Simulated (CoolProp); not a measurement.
The fluid at 298.15 K and 3.85 MPa (gas) is heated at constant pressure to 380 K. The same conditions are run with several fluids, on thermodynamics alone (safety and materials aside).

Values from CoolProp's reference Helmholtz-energy equation of state of each fluid (carbon dioxide: Span 1996; oxygen: Schmidt 1985; ethylene: Smukala 2000; methane: Setzmann 1991).

**Question.** Rank carbon dioxide, oxygen, ethylene, methane by heat (kJ/kg), highest first.

**Answer.** methane (206), ethylene (172), carbon dioxide (94.0), oxygen (79.6)

```json
[
 {"fluid": "carbon dioxide", "final density (kg/m³)": "58.7"},
 {"fluid": "oxygen", "final density (kg/m³)": "39.1"},
 {"fluid": "ethylene", "final density (kg/m³)": "38.0"},
 {"fluid": "methane", "final density (kg/m³)": "20.0"}
]
```

Above 300 K oxygen's equation is extrapolated.
